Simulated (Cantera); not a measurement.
A closed system holds: 1 mol S, 4.4 mol O₂, held at 500 K and 39.0 Torr.

Equilibrium computed with Cantera from the NASA thermochemical tables; the gas is ideal and each condensed phase is pure. Candidate condensed phases: S; 10 gas species. The numbers say what is thermodynamically allowed, not how fast it happens.

Base state: O₂ 0.744, SO₃ 0.256 (mole fractions); condensed: gas only.

Task: What changes in the equilibrium state with this change: O₂ from 4.4 to 0.24 mol?

Result: 
| species | before | after |
|---|---|---|
| SO₂ | 5.06e-6 | 0.895 |
| S₈ | <1e-9 | 0.105 |
| S₂ | <1e-9 | 0.000155 |
| O₂ | 0.744 | <1e-9 |
| SO₃ | 0.256 | <1e-9 |
| S₂O | <1e-9 | 5.98e-5 |
| S(l), mol | 0 | 0.535 |
Gases not in the tables: S₃ to S₇.
